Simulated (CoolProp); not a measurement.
Computed with CoolProp (reference Helmholtz-energy equation of state, Bücker 2006).

For ethane, give the phase and the density (kg/m³), cv (kJ/(kg K)), isothermal compressibility (1/MPa), expansivity (1/kK) at -2.05 °C and 48.7 bar.


- -2.05 °C and 48.7 bar: liquid; density 419, cv 1.60, isothermal compressibility 0.0105, expansivity 5.11
